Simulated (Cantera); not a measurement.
Feed: 1 mol MgO, 0.12 mol H2S, 46 mol N2, held at 1.00 bar.

These are equilibrium values from Cantera (NASA tables, ideal gas, pure condensed phases), not measurements of a reactor. Candidate condensed phases: H2O, H2SO4, Mg, MgO, Mg(OH)2, MgS, MgSO4, S; 43 gas species. Mutual solubility and eutectic melting of coexisting phases are not modelled. Equilibrium is a limit: real reactors are often held back by kinetics, nucleation or transport. All values below are at 1473 K.

Base state: N2 0.996, H2 0.00223, S2 0.00111, H2S 0.000309, H2O 4.65e-5, SH 2.29e-5 (mole fractions); condensed: MgO(s) + MgS(s).

**Question.** What changes in the equilibrium state with this change: MgO replaced by FeS?

**Answer.** 
```csv
species,before,after
N2,0.996,0.996
H2,0.00223,0.00227
S2,0.00111,0.00113
H2O,4.65e-5,0
H2S,0.000309,0.000317
SH,2.29e-5,2.33e-5
"MgO(s), mol",0.998,0
"MgS(s), mol",0.00216,0
"FeS(l), mol",0,1.00
```
FeS: taken at fixed stoichiometry. Further candidate phases: Fe, FeS, FeS2.
